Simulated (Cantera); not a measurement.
A perfectly stirred reactor is fed with H2 : O2 : N2 = 1 : 0.455 : 1.71 (molar parts), equivalence ratio 1.1, at 0.987 atm; it is adiabatic with a 425 K inlet, and is followed from long to short residence time, starting on the burning branch (τ in s: 0.27, 0.13, 0.059, 0.027, 0.013, 0.0059, 0.0027, 0.0013, 0.00059, 0.00027, 0.00013, 5.9e-05, 2.7e-05).

Computed with Cantera and the H2/O2 subset of GRI-Mech 3.0, which has no nitrogen chemistry.

One state of this run: T (K) = 2022; x H2 = 0.0581; x O2 = 0.0140; x HO2 = 7.36e-6; x H2O = 0.271; x OH = 0.0156; x H2O2 = 4.68e-7. x: mole fraction; the columns are a selection and need not sum to one.

Q: Which value of τ (s) does it belong to?
(A) 0.059
(B) 0.0013
(C) 0.0059
(D) 0.00027

A: D, 0.00027
